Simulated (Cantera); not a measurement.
**Catalytic stagnation flow on Pt**

A jet of CH₄ : O₂ : N₂ = 0.089 : 0.11 : 0.79 (molar parts) at 300 K and 20.3 Torr hits a platinum plate 2.6 cm away at a mass flux of 0.095 kg/m²/s; the plate temperature is set and raised in steps from an oxygen-covered start.

Model: Deutschmann's 1995 Pt surface mechanism with GRI-Mech 3.0 gas chemistry, integrated in Cantera. Catalytic surfaces can have several steady states; this one follows from the mechanism file's or the stated starting coverage.

```json
[
 {"plate T (K)": "950", "wall x CH₄": "0.0284", "wall x O₂": "0.0129", "wall x H₂O": "0.110", "wall x OH": "<1e-8", "wall x CO": "0.0618", "wall x CO₂": "0.00269", "θ free Pt": "0.825", "θ CO*": "0.155", "θ C*": "0.0202"},
 {"plate T (K)": "1000", "wall x CH₄": "0.0256", "wall x O₂": "0.0118", "wall x H₂O": "0.110", "wall x OH": "<1e-8", "wall x CO": "0.0655", "wall x CO₂": "0.00167", "θ free Pt": "0.891", "θ CO*": "0.0842", "θ C*": "0.0241"},
 {"plate T (K)": "1050", "wall x CH₄": "0.0239", "wall x O₂": "0.0112", "wall x H₂O": "0.109", "wall x OH": "<1e-8", "wall x CO": "0.0667", "wall x CO₂": "0.00230", "θ free Pt": "0.941", "θ CO*": "0.0455", "θ C*": "0.0124"},
 {"plate T (K)": "1100", "wall x CH₄": "0.0232", "wall x O₂": "0.0111", "wall x H₂O": "0.107", "wall x OH": "1.46e-8", "wall x CO": "0.0663", "wall x CO₂": "0.00362", "θ free Pt": "0.970", "θ CO*": "0.0244", "θ C*": "0.00528"},
 {"plate T (K)": "1150", "wall x CH₄": "0.0231", "wall x O₂": "0.0113", "wall x H₂O": "0.105", "wall x OH": "4.16e-8", "wall x CO": "0.0647", "wall x CO₂": "0.00555", "θ free Pt": "0.984", "θ CO*": "0.0132", "θ C*": "0.00230"},
 {"plate T (K)": "1200", "wall x CH₄": "0.0233", "wall x O₂": "0.0116", "wall x H₂O": "0.103", "wall x OH": "1.09e-7", "wall x CO": "0.0624", "wall x CO₂": "0.00805", "θ free Pt": "0.991", "θ CO*": "0.00732", "θ C*": "0.00105"}
]
```
x: mole fraction at the wall; θ: surface coverage.
